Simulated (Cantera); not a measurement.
Standard-state values (1 bar) from the NASA 1993 polynomials, evaluated with Cantera. Values are per mole of reaction as written; species without (g) are pure solids or liquids, kept so even where they would boil at 1 bar.

C₃H₈(g) ⇌ 2 CH₄(g) + C

```json
[
 {"T (K)": "1550", "ΔH° (kJ)": "-49.6", "ΔS° (J/K)": "102.3", "ΔG° (kJ)": "-208.2", "log10 K": "7.01"},
 {"T (K)": "1625", "ΔH° (kJ)": "-49.7", "ΔS° (J/K)": "102.2", "ΔG° (kJ)": "-215.8", "log10 K": "6.94"},
 {"T (K)": "1700", "ΔH° (kJ)": "-49.6", "ΔS° (J/K)": "102.3", "ΔG° (kJ)": "-223.5", "log10 K": "6.87"},
 {"T (K)": "1775", "ΔH° (kJ)": "-49.5", "ΔS° (J/K)": "102.3", "ΔG° (kJ)": "-231.2", "log10 K": "6.80"},
 {"T (K)": "1850", "ΔH° (kJ)": "-49.4", "ΔS° (J/K)": "102.4", "ΔG° (kJ)": "-238.8", "log10 K": "6.74"},
 {"T (K)": "1925", "ΔH° (kJ)": "(withheld)", "ΔS° (J/K)": "(withheld)", "ΔG° (kJ)": "(withheld)", "log10 K": "(withheld)"},
 {"T (K)": "2000", "ΔH° (kJ)": "(withheld)", "ΔS° (J/K)": "(withheld)", "ΔG° (kJ)": "(withheld)", "log10 K": "(withheld)"},
 {"T (K)": "2075", "ΔH° (kJ)": "-48.6", "ΔS° (J/K)": "102.8", "ΔG° (kJ)": "-261.9", "log10 K": "6.59"}
]
```

Question: Fill in the missing entries.

Answer: 
- 1925, ΔH° (kJ): -49.2
- 1925, ΔS° (J/K): 102.5
- 1925, ΔG° (kJ): -246.5
- 1925, log10 K: 6.69
- 2000, ΔH° (kJ): -48.9
- 2000, ΔS° (J/K): 102.6
- 2000, ΔG° (kJ): -254.2
- 2000, log10 K: 6.64
